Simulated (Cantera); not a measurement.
Input (Python, Cantera):

```python
import numpy as np
import cantera as ct

gas = ct.Solution("gri30.yaml")
gas.TPX = 1275, 1200, {'H2': 0.014, 'O2': 0.16}
reactor = ct.IdealGasConstPressureReactor(gas, energy="off", clone=False)
net = ct.ReactorNet([reactor])
net.rtol, net.atol = 1e-08, 1e-18
show = ['H2', 'O2', 'O', 'H2O', 'HO2']
times = np.geomspace(0.0003, 8, 15)

steps = ct.SolutionArray(gas, extra=["t"])
rows = []
print(f"{'t/s':>10s}{'T/K':>9s}{'P/Pa':>11s}" + "".join(f"{s:>11s}" for s in show))
for t in times:
    while net.time < t:
        t_next = net.step()
        steps.append(gas.state, t=t_next)
    rows.append([np.interp(t, steps.t, y) for y in (steps.T, steps.P, *steps(*show).X.T)])
    print(f"{t:10.3e}{rows[-1][0]:9.1f}{rows[-1][1]:11.4g}" + "".join(f"{x:11.3e}" for x in rows[-1][2:]))
rate = np.gradient(steps.T, steps.t)
print("integrator steps:", len(steps.t))
if steps.T.max() > steps.T[0] + 200:
    print(f"time of steepest temperature rise: {steps.t[rate.argmax()]:.4e} s")
gas.TPX = 1275, 1200, {'H2': 0.014, 'O2': 0.16}
gas.equilibrate("TP")
print(f"equilibrium (TP): T = {gas.T:.1f} K  " + "  ".join(f"{s} {gas[s].X[0]:.3e}" for s in show))
```

Result:

```
       t/s      T/K       P/Pa         H2         O2          O        H2O        HO2
 3.000e-04   1275.0       1200  8.046e-02  9.195e-01  2.720e-07  3.866e-07  7.012e-08
 6.212e-04   1275.0       1200  8.044e-02  9.195e-01  8.700e-06  1.426e-05  1.624e-07
 1.286e-03   1275.0       1200  6.363e-02  9.076e-01  7.229e-03  1.213e-02  2.548e-06
 2.664e-03   1275.0       1200  2.153e-03  8.598e-01  4.843e-02  6.725e-02  3.623e-06
 5.517e-03   1275.0       1200  1.858e-03  8.632e-01  4.587e-02  6.891e-02  3.566e-06
 1.142e-02   1275.0       1200  1.644e-03  8.704e-01  3.973e-02  7.105e-02  3.513e-06
 2.366e-02   1275.0       1200  1.276e-03  8.819e-01  2.988e-02  7.437e-02  3.357e-06
 4.899e-02   1275.0       1200  7.761e-04  8.959e-01  1.757e-02  7.827e-02  2.946e-06
 1.014e-01   1275.0       1200  3.341e-04  9.074e-01  7.392e-03  8.126e-02  2.150e-06
 2.101e-01   1275.0       1200  1.050e-04  9.132e-01  2.302e-03  8.275e-02  1.189e-06
 4.350e-01   1275.0       1200  2.853e-05  9.152e-01  6.237e-04  8.335e-02  5.038e-07
 9.009e-01   1275.0       1200  7.853e-06  9.158e-01  1.718e-04  8.360e-02  1.857e-07
 1.866e+00   1275.0       1200  2.374e-06  9.160e-01  5.207e-05  8.371e-02  6.938e-08
 3.863e+00   1275.0       1200  8.032e-07  9.161e-01  1.766e-05  8.376e-02  3.083e-08
 8.000e+00   1275.0       1200  3.017e-07  9.161e-01  6.648e-06  8.379e-02  1.991e-08
integrator steps: 1785
equilibrium (TP): T = 1275.0 K  H2 4.442e-08  O2 9.162e-01  O 9.821e-07  H2O 8.382e-02  HO2 2.690e-08
```

Cantera simulation using GRI-Mech 3.0 (53 species, 325 reactions); the numbers are that mechanism's predictions, not measurements. Radical loss at walls, strong at low pressure, is not modelled. The temperature is held fixed by assumption; the heat of reaction is taken as removed at once.
